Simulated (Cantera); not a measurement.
A Cantera script and its output.

```python
import numpy as np
import cantera as ct

gas = ct.Solution("gri30.yaml")
gas.TPX = 425, 100000, {'H2': 1, 'O2': 0.781, 'N2': 2.94, 'NO': 0.016}
inlet = ct.Reservoir(gas, clone=True)
gas.equilibrate("HP")  # start burning
reactor = ct.IdealGasConstPressureReactor(gas, energy="on", clone=False)
exhaust = ct.Reservoir(gas, clone=True)
tau = [0.22, 0.096, 0.042, 0.019, 0.0081, 0.0036, 0.0016, 0.00069, 0.0003, 0.00013, 5.8e-05][0]
for a, b in ((inlet, reactor), (reactor, exhaust)):
    ct.MassFlowController(a, b, mdot=lambda t: reactor.mass / tau)
net = ct.ReactorNet([reactor])
show = ['H2', 'O2', 'NO', 'OH', 'H2O2']

rows = []
print(f"{'tau/s':>10s}{'T/K':>9s}" + "".join(f"{s:>11s}" for s in show))
for tau in [0.22, 0.096, 0.042, 0.019, 0.0081, 0.0036, 0.0016, 0.00069, 0.0003, 0.00013, 5.8e-05]:
    net.initial_time = 0.0
    net.advance(30 * tau)
    before = gas.X
    net.advance(40 * tau)
    drift = np.max(np.abs(gas.X - before) / (gas.X + 1e-9))
    rows.append([gas.T, *gas[show].X, drift])
    print(f"{tau:10.3e}{gas.T:9.1f}" + "".join(f"{x:11.3e}" for x in gas[show].X))
```

Result:

```
     tau/s      T/K         H2         O2         NO         OH       H2O2
 2.200e-01   2007.1  3.708e-04  6.563e-02  3.808e-03  2.738e-03  1.211e-07
 9.600e-02   2004.7  4.732e-04  6.557e-02  3.791e-03  3.044e-03  1.292e-07
 4.200e-02   2000.1  6.804e-04  6.547e-02  3.782e-03  3.586e-03  1.463e-07
 1.900e-02   1992.2  1.054e-03  6.534e-02  3.774e-03  4.387e-03  1.768e-07
 8.100e-03   1978.0  1.770e-03  6.518e-02  3.766e-03  5.569e-03  2.307e-07
 3.600e-03   1956.1  2.922e-03  6.508e-02  3.756e-03  6.955e-03  3.079e-07
 1.600e-03   1921.5  4.737e-03  6.515e-02  3.746e-03  8.472e-03  4.212e-07
 6.900e-04   1866.7  7.511e-03  6.559e-02  3.733e-03  9.914e-03  6.062e-07
 3.000e-04   1787.3  1.124e-02  6.668e-02  3.715e-03  1.079e-02  9.383e-07
 1.300e-04   1679.4  1.606e-02  6.890e-02  3.686e-03  1.068e-02  1.640e-06
 5.800e-05   1547.5  2.294e-02  7.314e-02  3.646e-03  9.407e-03  3.165e-06
```

Detailed kinetics in Cantera: GRI-Mech 3.0 (53 species, 325 reactions). The mechanism lacks 2 NO + O2 → 2 NO2 and HONO, so NO2 and the effect of NO are under-described below about 1400 K.
